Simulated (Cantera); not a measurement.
Charge: 1 mol Nb, 26 mol H₂O, 17 mol H₂, held at 1327 °C and 0.133 bar.

Cantera equilibrium calculation (NASA polynomials, part measured and part estimated; ideal gas, pure solids and liquids). Candidate condensed phases: H₂O, Nb, NbO, NbO₂, Nb₂O₅; 12 gas species. Condensed phases not in the tables: the oxides between NbO₂ and Nb₂O₅. Equilibrium is a limit: real reactors are often held back by kinetics, nucleation or transport.

Base state: H₂O 0.546, H₂ 0.453, H 0.000100 (mole fractions); condensed: Nb₂O₅(s).

Problem. What changes in the equilibrium state with this change: pressure from 0.133 bar to 11.0 Pa?

Solution. 
```tsv
species	before	after
H₂O	0.546	0.545
H₂	0.453	0.451
H	0.000100	0.00348
OH	4.73e-6	0.000165
Nb₂O₅(s), mol	0.500	0.500
```

Problem. What changes in the equilibrium state with this change: Nb replaced by Ta?

Solution. 
| species | before | after |
|---|---|---|
| H₂O | 0.546 | 0.546 |
| H₂ | 0.453 | 0.453 |
| H | 0.000100 | 0.000100 |
| Nb₂O₅(s), mol | 0.500 | 0 |
| Ta₂O₅(s), mol | 0 | 0.500 |
Further candidate phases: Ta, Ta₂O₅.

Problem. What changes in the equilibrium state with this change: pressure from 0.133 bar to 1.33 mbar?

Solution. 
```json
[
 {"species": "H₂O", "before": "0.546", "after": "0.546"},
 {"species": "H₂", "before": "0.453", "after": "0.453"},
 {"species": "H", "before": "0.000100", "after": "0.00100"},
 {"species": "OH", "before": "4.73e-6", "after": "4.73e-5"},
 {"species": "Nb₂O₅(s), mol", "before": "0.500", "after": "0.500"}
]
```
